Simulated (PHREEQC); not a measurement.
NaCl is added in steps, without added water, to 1 kg of water holding 16 mmol/kgw CaCl2 and 18 mmol/kgw CuSO4, at 95 °C. O2 is buffered at 0.21 atm. No CO2 enters from the air. The run lets Gypsum, Portlandite, Cu(OH)2, Brochantite, Antlerite, Atacamite, Halite, Mirabilite, Chalcanthite precipitate or redissolve, and no other solid.

Base run: PHREEQC, ion-association model, wateq4f.dat. Each further column changes one thing. The table gives pH.

```csv
NaCl added (mol),base,CaCl2 from 0.016 to 0.16 mol/kgw,diluted 5-fold with water
0,3.77,3.85,4.24
0.001,3.76,3.85,4.22
0.002,3.76,3.85,4.21
0.004,3.76,3.85,4.19
0.005,3.76,3.85,4.19
0.006,3.76,3.85,4.18
0.007,3.76,3.85,4.18
0.009,3.76,3.85,4.17
0.01,3.75,3.85,4.17
0.011,3.75,3.85,4.16
0.012,3.75,3.85,4.16
0.014,3.75,3.85,4.16
0.015,3.75,3.85,4.15
0.016,3.75,3.85,4.15
```

At this temperature some constants are extrapolated from 25 °C, and those without enthalpy data are left unchanged.
